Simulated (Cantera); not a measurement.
# Adiabatic ignition

An adiabatic, constant-volume homogeneous reactor starts with CH4 : CO : O2 : N2 = 1 : 0.05 : 3.75 : 10.1 (molar parts), equivalence ratio 0.54, at 1675 K and 10.0 bar.

Computed with Cantera and GRI-Mech 3.0 (53 species, 325 reactions). Above 3000 K some thermodynamic fits are extrapolated.

```tsv
t (s)	T (K)	P (bar)	x CH4	x CO	x O2	x NO	x O
9.00e-6	1676	10.0	0.0665	0.00337	0.251	8.00e-12	1.41e-6
2.20e-5	1737	10.4	0.0569	0.00583	0.244	3.06e-10	1.62e-5
5.36e-5	3006	18.3	<1e-12	0.0135	0.108	0.00909	0.00892
0.000131	2986	18.2	<1e-12	0.0131	0.102	0.0226	0.00811
0.000319	2977	18.1	<1e-12	0.0129	0.0988	0.0286	0.00777
0.000778	2976	18.1	<1e-12	0.0129	0.0986	0.0290	0.00775
0.00190	2976	18.1	<1e-12	0.0129	0.0986	0.0290	0.00775
0.00463	2976	18.1	<1e-12	0.0129	0.0986	0.0290	0.00775
0.0113	2976	18.1	<1e-12	0.0129	0.0986	0.0290	0.00775
0.0275	2976	18.1	<1e-12	0.0129	0.0986	0.0290	0.00775
0.0672	2976	18.1	<1e-12	0.0129	0.0986	0.0290	0.00775
0.164	2976	18.1	<1e-12	0.0129	0.0986	0.0290	0.00775
0.400	2976	18.1	<1e-12	0.0129	0.0986	0.0290	0.00775
```
x: mole fraction; the columns are a selection and need not sum to one.

```json
{
 "time_of_steepest_temperature_rise": "26.7 µs",
 "temperature at 0.400 s": "2976 K",
 "equilibrium_temperature": "2976 K",
 "x(CH4) at 0.400 s": "<1e-12 (gas-phase equilibrium <1e-12)",
 "x(CO) at 0.400 s": "0.0129 (gas-phase equilibrium 0.0129)",
 "x(O2) at 0.400 s": "0.0986 (gas-phase equilibrium 0.0986)"
}
```
